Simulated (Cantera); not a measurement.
An adiabatic, constant-pressure homogeneous reactor starts with CO : H2 : O2 : N2 = 1 : 0.81 : 0.905 : 3.4 (molar parts), at 1125 K and 8.49 atm. Integrator tolerance rtol = 1e-08.

Computed with Cantera and GRI-Mech 3.0 (53 species, 325 reactions). The hydrogen kinetics of GRI-Mech 3.0 are dated; newer H2 mechanisms differ, most at raised pressure.

What does this change do: O2 0.905 to 1.3 parts?


```
quantity                                                            before                                    after
---------------------------------  ---------------------------------------  ---------------------------------------
time of steepest temperature rise                                 0.166 ms                                 0.166 ms
temperature at 0.600 s                                              2807 K                                   2800 K
equilibrium temperature                                             2807 K                                   2800 K
x(CO) at 0.600 s                     0.0508 (gas-phase equilibrium 0.0508)    0.0287 (gas-phase equilibrium 0.0287)
x(H2) at 0.600 s                   0.00732 (gas-phase equilibrium 0.00732)  0.00364 (gas-phase equilibrium 0.00364)
x(O2) at 0.600 s                     0.0200 (gas-phase equilibrium 0.0200)    0.0695 (gas-phase equilibrium 0.0695)
x(H2O) at 0.600 s                      0.135 (gas-phase equilibrium 0.135)      0.128 (gas-phase equilibrium 0.128)
x(NO2) at 0.600 s                  6.19e-6 (gas-phase equilibrium 6.19e-6)  2.07e-5 (gas-phase equilibrium 2.07e-5)
```
